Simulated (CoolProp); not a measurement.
Vapour pressure (MPa) of C2F6 (R116): the reference equation beside estimates from Tc = 293.0 K, pc = 3.048 MPa, ω = 0.257. Clausius-Clapeyron is anchored at 230.5 K with a constant enthalpy of vaporisation of 13.69 kJ/mol.

Model: reference Helmholtz-energy equation of state, Lemmon 2006, in CoolProp. It is a short technical equation, of lower accuracy than the large ones.

```json
[
 {"T (K)": "230.5", "reference": "0.4905", "Lee-Kesler": "0.4931", "Clausius-Clapeyron": "0.4905", "van der Waals": "1.080", "Redlich-Kwong": "0.6639", "Soave-Redlich-Kwong": "…", "Peng-Robinson": "0.4889"},
 {"T (K)": "235", "reference": "…", "Lee-Kesler": "0.5803", "Clausius-Clapeyron": "0.5624", "van der Waals": "1.182", "Redlich-Kwong": "0.7627", "Soave-Redlich-Kwong": "0.5832", "Peng-Robinson": "0.5758"},
 {"T (K)": "239.5", "reference": "0.6749", "Lee-Kesler": "0.6784", "Clausius-Clapeyron": "0.6415", "van der Waals": "1.289", "Redlich-Kwong": "0.8712", "Soave-Redlich-Kwong": "0.6829", "Peng-Robinson": "…"},
 {"T (K)": "243.9", "reference": "0.7818", "Lee-Kesler": "0.7856", "Clausius-Clapeyron": "0.7262", "van der Waals": "1.400", "Redlich-Kwong": "0.9870", "Soave-Redlich-Kwong": "0.7920", "Peng-Robinson": "0.7815"},
 {"T (K)": "248.4", "reference": "0.9037", "Lee-Kesler": "0.9076", "Clausius-Clapeyron": "0.8206", "van der Waals": "1.519", "Redlich-Kwong": "1.116", "Soave-Redlich-Kwong": "0.9164", "Peng-Robinson": "0.9044"},
 {"T (K)": "252.9", "reference": "1.039", "Lee-Kesler": "1.043", "Clausius-Clapeyron": "0.9233", "van der Waals": "1.644", "Redlich-Kwong": "1.256", "Soave-Redlich-Kwong": "1.055", "Peng-Robinson": "1.041"},
 {"T (K)": "257.3", "reference": "1.185", "Lee-Kesler": "1.190", "Clausius-Clapeyron": "…", "van der Waals": "…", "Redlich-Kwong": "1.403", "Soave-Redlich-Kwong": "1.204", "Peng-Robinson": "1.189"},
 {"T (K)": "261.8", "reference": "1.351", "Lee-Kesler": "1.355", "Clausius-Clapeyron": "…", "van der Waals": "1.911", "Redlich-Kwong": "1.566", "Soave-Redlich-Kwong": "1.372", "Peng-Robinson": "…"}
]
```

Problem. Complete the blanks.

Solution. 
- 230.5, Soave-Redlich-Kwong: 0.4949
- 235, reference: 0.5772
- 239.5, Peng-Robinson: 0.6739
- 257.3, Clausius-Clapeyron: 1.032
- 257.3, van der Waals: 1.773
- 261.8, Clausius-Clapeyron: 1.152
- 261.8, Peng-Robinson: 1.357

Absolute difference from the reference over all 8 rows, mean and median: Lee-Kesler 0.5 and 0.5 %, Clausius-Clapeyron 7.8 and 8.2 %, van der Waals 76.6 and 73.6 %, Redlich-Kwong 25.2 and 24.9 %, Soave-Redlich-Kwong 1.3 and 1.4 %, Peng-Robinson 0.2 and 0.2 %.
